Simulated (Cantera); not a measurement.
A closed system holds: 1 mol HMDSO, 0.52 mol O3, 4 mol H2, at 13.3 mbar.

Method: chemical equilibrium by Gibbs-energy minimisation in Cantera with the NASA 1993 tables (ideal gas, pure condensed phases). Candidate condensed phases: C, C6H6, C7H8, C8H18, H2O, Si, SiC, SiO2; 123 gas species. The feed counts by its element totals alone. Mutual solubility and eutectic melting of coexisting phases are not modelled. The tables hold silica as quartz up to 1696 K and as liquid above; real silica turns to tridymite and cristobalite and melts near 1996 K. Equilibrium is a limit: real reactors are often held back by kinetics, nucleation or transport.

x: gas mole fraction; n: condensed amount in mol.

| T (K) | x H2 | x CH4 | x CO | x H | n SiC(s) | n SiO2(α-quartz) | n C(graphite) | n SiO2(β-quartz) |
|---|---|---|---|---|---|---|---|---|
| 523 | 0.316 | 0.684 | <1e-12 | <1e-12 | 0.720 | 1.28 | 0 | 0 |
| 573 | 0.448 | 0.552 | <1e-12 | <1e-12 | 0.720 | 1.28 | 0.657 | 0 |
| 623 | 0.683 | 0.317 | <1e-12 | <1e-12 | 0.720 | 1.28 | 2.15 | 0 |
| 673 | 0.852 | 0.148 | <1e-12 | <1e-12 | 0.720 | 1.28 | 3.61 | 0 |
| 723 | 0.937 | 0.0625 | 7.10e-12 | <1e-12 | 0.720 | 1.28 | 4.51 | 0 |
| 773 | 0.973 | 0.0267 | 1.93e-10 | 7.75e-12 | 0.720 | 1.28 | 4.94 | 0 |
| 823 | 0.988 | 0.0121 | 3.50e-9 | 6.31e-11 | 0.720 | 1.28 | 5.12 | 0 |
| 873 | 0.994 | (withheld) | (withheld) | (withheld) | 0.720 | 0 | 5.20 | 1.28 |
| 923 | 0.997 | 0.00308 | 4.41e-7 | 2.12e-9 | 0.720 | 0 | 5.24 | 1.28 |
| 973 | 0.998 | 0.00171 | 3.39e-6 | 9.36e-9 | 0.720 | 0 | 5.26 | 1.28 |
| 1023 | 0.999 | (withheld) | (withheld) | (withheld) | 0.720 | 0 | 5.27 | 1.28 |
| 1073 | 0.999 | 0.000612 | 0.000112 | 1.21e-7 | 0.721 | 0 | 5.27 | 1.28 |
| 1123 | 0.999 | 0.000391 | 0.000511 | 3.69e-7 | 0.723 | 0 | 5.26 | 1.28 |
| 1173 | 0.998 | 0.000258 | 0.00203 | 1.02e-6 | 0.733 | 0 | 5.24 | 1.27 |

Some entries are withheld; supply them.


- 1023, x CH4: 0.000998
- 1023, x CO: 2.13e-5
- 1023, x H: 3.58e-8
- 873, x CH4: 0.00591
- 873, x CO: 4.53e-8
- 873, x H: 4.04e-10
